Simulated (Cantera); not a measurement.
Input: 1 mol Al(CH₃)₃, 0.91 mol H₂O, 2 mol N₂, equilibrated at 0.0100 bar.

Method: chemical equilibrium by Gibbs-energy minimisation in Cantera with the NASA 1993 tables (ideal gas, pure condensed phases). Candidate condensed phases: Al, AlN, Al₂O₃, C, C₆H₆, C₇H₈, C₈H₁₈, H₂O; 148 gas species. The feed counts by its element totals alone. Mutual solubility and eutectic melting of coexisting phases are not modelled. Rates play no part.

x: gas mole fraction; n: condensed amount in mol.

| T (°C) | x H₂ | x N₂ | x CO | x CH₄ | x HCN | x H | x HNC | n AlN(s) | n Al₂O₃(s) | n C(graphite) |
|---|---|---|---|---|---|---|---|---|---|---|
| 602 | 0.747 | 0.251 | 3.36e-7 | 0.00244 | 2.27e-7 | 4.34e-10 | 1.18e-10 | 0.393 | 0.303 | 2.98 |
| 652 | 0.748 | 0.250 | (withheld) | (withheld) | (withheld) | (withheld) | (withheld) | 0.393 | 0.303 | 2.99 |
| 702 | 0.749 | 0.250 | 9.04e-6 | 0.000705 | 1.49e-6 | 9.90e-9 | 1.82e-9 | 0.393 | 0.303 | 2.99 |
| 752 | 0.749 | 0.250 | 3.67e-5 | 0.000413 | 3.32e-6 | 3.77e-8 | 5.86e-9 | 0.394 | 0.303 | 3.00 |
| 802 | 0.750 | 0.250 | 0.000131 | 0.000253 | 6.86e-6 | 1.27e-7 | 1.69e-8 | 0.394 | 0.303 | 3.00 |
| 852 | 0.750 | 0.250 | (withheld) | (withheld) | (withheld) | (withheld) | (withheld) | 0.395 | 0.302 | 3.00 |
| 902 | 0.749 | 0.249 | 0.00119 | 0.000108 | 2.43e-5 | 1.06e-6 | 1.07e-7 | 0.399 | 0.300 | 2.99 |
| 952 | 0.748 | 0.248 | 0.00311 | 7.35e-5 | 4.21e-5 | 2.70e-6 | 2.38e-7 | 0.408 | 0.296 | 2.98 |
| 1002 | 0.746 | 0.246 | 0.00754 | 5.16e-5 | 6.98e-5 | 6.37e-6 | 4.99e-7 | 0.430 | 0.285 | 2.94 |
| 1052 | 0.741 | 0.241 | 0.0170 | 3.69e-5 | 0.000110 | 1.41e-5 | 9.79e-7 | 0.476 | 0.262 | 2.87 |
| 1102 | 0.732 | 0.232 | 0.0358 | 2.67e-5 | 0.000166 | 2.93e-5 | 1.80e-6 | 0.570 | 0.215 | 2.73 |
| 1152 | 0.715 | 0.215 | 0.0704 | 1.92e-5 | 0.000237 | 5.77e-5 | 3.10e-6 | 0.749 | 0.126 | 2.46 |
| 1202 | 0.692 | 0.192 | 0.116 | 1.39e-5 | 0.000322 | 0.000108 | 5.00e-6 | 1.000 | 0 | 2.09 |

Q: Complete the blanks.

A: 
- 652, x CO: 1.91e-6
- 652, x CH₄: 0.00127
- 652, x HCN: 6.12e-7
- 652, x H: 2.25e-9
- 652, x HNC: 5.00e-10
- 852, x CO: 0.000414
- 852, x CH₄: 0.000162
- 852, x HCN: 1.33e-5
- 852, x H: 3.85e-7
- 852, x HNC: 4.42e-8
